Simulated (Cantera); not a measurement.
What does this Cantera script print?

```python
import numpy as np
import cantera as ct

gas_names = """
    C CN CO CO2 C2 CCN CNC C2N2 C2O C3 C3O2 C4 C4N2 C5 Cu CuO Cu2 N NCO NO NO2 NO3 N2 N2O O O2 O3
""".split()
cond_names = """
    C(gr) Cu(cr) Cu(L) CuO(s) Cu2O(s) Cu2O(L)
""".split()


def load(file, names, dense=False):
    # The tables refer to 1 bar. Condensed volumes are neglected.
    table = {s.name: s for s in ct.Species.list_from_file(file)}
    out = []
    for n in names:
        d = dict(table[n].input_data)
        d["thermo"] = dict(d["thermo"], **{"reference-pressure": 1e5})
        if dense:
            d["equation-of-state"] = {"model": "constant-volume", "density": "1e6 g/cm^3"}
        out.append(ct.Species.from_dict(d))
    return out


gas = ct.Solution(thermo="ideal-gas", species=load("nasa_gas.yaml", gas_names))
cond = {s.name: ct.Solution(thermo="fixed-stoichiometry", species=[s], name=s.name)
        for s in load("nasa_condensed.yaml", cond_names, dense=True)}
atoms = {
    'Cu': {'Cu': 1},
    'CO': {'C': 1, 'O': 1},
    'N2': {'N': 2},
    'O2': {'O': 2},
}
top_T = {'C(gr)': 4500, 'CuO(s)': 1390}  # K; cautious upper limits of use, not melting points


def equilibrate(T, P, feed):
    n = {}
    for name, mol in feed.items():
        for a, k in atoms[name].items():
            n[a] = n.get(a, 0.0) + k * mol
    gas.TPX = T, P, n
    mass = sum(n.values()) * gas.mean_molecular_weight
    gas.equilibrate("TP")
    valid = [c for c in cond.values() if c.min_temp <= T <= top_T.get(c.name, c.max_temp)]
    mix = ct.Mixture([(gas, mass / gas.mean_molecular_weight)] + [(c, 0.0) for c in valid])
    mix.T, mix.P = T, P
    mix.equilibrate("TP", solver="vcs", rtol=1e-11, max_steps=5000)
    return mix


results = []
feed = {'Cu': 1, 'CO': 1.3, 'N2': 5.8, 'O2': 0.32}  # mol
P = 1333.22  # Pa
for T in [1150, 1200, 1250, 1300, 1350, 1400, 1450, 1500, 1550, 1600, 1650, 1700, 1750, 1800]:
    mix = equilibrate(T, P, feed)
    results.append((T, P, feed, dict(zip(mix.species_names, mix.species_moles))))
    x = sorted(zip(gas.X, gas.species_names), reverse=True)
    print(f"T = {T:g} K  P = {P:g} Pa  gas = {mix.phase_moles(0):.4g} mol")
    print("   x: " + "  ".join(f"{s} {v:.3e}" for v, s in x if v > 1e-05))
    print("   condensed (mol): " + ("  ".join(f"{mix.phase(i).name} {mix.phase_moles(i):.4g}"
          for i in range(1, mix.n_phases) if mix.phase_moles(i) > 1e-12) or "none"))
```

Result:

```
T = 1150 K  P = 1333.22 Pa  gas = 7.1 mol
   x: N2 8.169e-01  CO 9.296e-02  CO2 9.014e-02
   condensed (mol): Cu(cr) 1
T = 1200 K  P = 1333.22 Pa  gas = 7.1 mol
   x: N2 8.169e-01  CO 9.296e-02  CO2 9.014e-02
   condensed (mol): Cu(cr) 1
T = 1250 K  P = 1333.22 Pa  gas = 7.1 mol
   x: N2 8.169e-01  CO 9.296e-02  CO2 9.014e-02
   condensed (mol): Cu(cr) 1
T = 1300 K  P = 1333.22 Pa  gas = 7.1 mol
   x: N2 8.169e-01  CO 9.296e-02  CO2 9.014e-02  Cu 1.183e-05
   condensed (mol): Cu(cr) 0.9999
T = 1350 K  P = 1333.22 Pa  gas = 7.1 mol
   x: N2 8.169e-01  CO 9.295e-02  CO2 9.014e-02  Cu 3.670e-05
   condensed (mol): Cu(cr) 0.9997
T = 1400 K  P = 1333.22 Pa  gas = 7.101 mol
   x: N2 8.168e-01  CO 9.295e-02  CO2 9.013e-02  Cu 1.012e-04
   condensed (mol): Cu(L) 0.9993
T = 1450 K  P = 1333.22 Pa  gas = 7.102 mol
   x: N2 8.167e-01  CO 9.293e-02  CO2 9.012e-02  Cu 2.580e-04
   condensed (mol): Cu(L) 0.9982
T = 1500 K  P = 1333.22 Pa  gas = 7.104 mol
   x: N2 8.164e-01  CO 9.290e-02  CO2 9.009e-02  Cu 6.169e-04
   condensed (mol): Cu(L) 0.9956
T = 1550 K  P = 1333.22 Pa  gas = 7.11 mol
   x: N2 8.158e-01  CO 9.283e-02  CO2 9.001e-02  Cu 1.392e-03
   condensed (mol): Cu(L) 0.9901
T = 1600 K  P = 1333.22 Pa  gas = 7.121 mol
   x: N2 8.145e-01  CO 9.268e-02  CO2 8.987e-02  Cu 2.982e-03
   condensed (mol): Cu(L) 0.9787
T = 1650 K  P = 1333.22 Pa  gas = 7.144 mol
   x: N2 8.119e-01  CO 9.239e-02  CO2 8.959e-02  Cu 6.091e-03
   condensed (mol): Cu(L) 0.9564
T = 1700 K  P = 1333.22 Pa  gas = 7.186 mol
   x: N2 8.072e-01  CO 9.185e-02  CO2 8.906e-02  Cu 1.191e-02  Cu2 1.441e-05
   condensed (mol): Cu(L) 0.9142
T = 1750 K  P = 1333.22 Pa  gas = 7.263 mol
   x: N2 7.986e-01  CO 9.088e-02  CO2 8.811e-02  Cu 2.240e-02  Cu2 3.436e-05
   condensed (mol): Cu(L) 0.8368
T = 1800 K  P = 1333.22 Pa  gas = 7.401 mol
   x: N2 7.836e-01  CO 8.920e-02  CO2 8.645e-02  Cu 4.061e-02  Cu2 7.787e-05  NO 1.562e-05
   condensed (mol): Cu(L) 0.6982
```

Cantera equilibrium calculation (NASA polynomials, part measured and part estimated; ideal gas, pure solids and liquids).
